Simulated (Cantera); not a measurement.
Charge: 1 mol SiH2Cl2, 21 mol H2O, 88 mol H2, equilibrated at 0.130 bar.

Cantera equilibrium calculation (NASA polynomials, part measured and part estimated; ideal gas, pure solids and liquids). Candidate condensed phases: H2O, Si, SiO2; 30 gas species. The tables hold silica as quartz up to 1696 K and as liquid above; real silica turns to tridymite and cristobalite and melts near 1996 K. Gases not in the tables: Si(OH)4. The numbers say what is thermodynamically allowed, not how fast it happens.

Which condensed phases are stable at each of these points (T (K)): 1898, 1923, 1948, 1973, 1998, 2023, 2048?


| T (K) | condensed phases | Si condensed (%) |
|---|---|---|
| 1898 | SiO2(condensed) | 94.6 |
| 1923 | SiO2(condensed) | 91.7 |
| 1948 | SiO2(condensed) | 87.4 |
| 1973 | SiO2(condensed) | 81.2 |
| 1998 | SiO2(l) | 72.2 |
| 2023 | SiO2(l) | 59.3 |
| 2048 | SiO2(l) | 41.3 |

From 1898 K to 1973 K the condensed part is SiO2(condensed). From 1998 K to 2048 K the condensed part is SiO2(l). The share of Si in condensed phases is highest at 1898 K (94.6 %) and lowest at 2048 K (41.3 %).
